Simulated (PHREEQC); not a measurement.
A solution holds 0.006 mol/kgw Al2(SO4)3 and 0.018 mol/kgw CaCl2, at 25 °C and 10 atm. Closed to the air; pH follows from the charge balance.

The numbers come from PHREEQC with the ion-association model, phreeqc.dat.

This is a speciation only: nothing precipitates in the calculation.

Q: Predict the pH, ionic strength.

A: pH 3.95; ionic strength 0.0828 mol/kgw.

Q: In which forms is S present?

A: AlSO4+ 41 %, SO4-2 36 %, CaSO4 16 %, Al(SO4)2- 6.8 % of the S.

The solution is supersaturated, for example in Gibbsite (slow to form), so a real one may precipitate; this is no full list. Complexes and solids missing from the database can't appear.
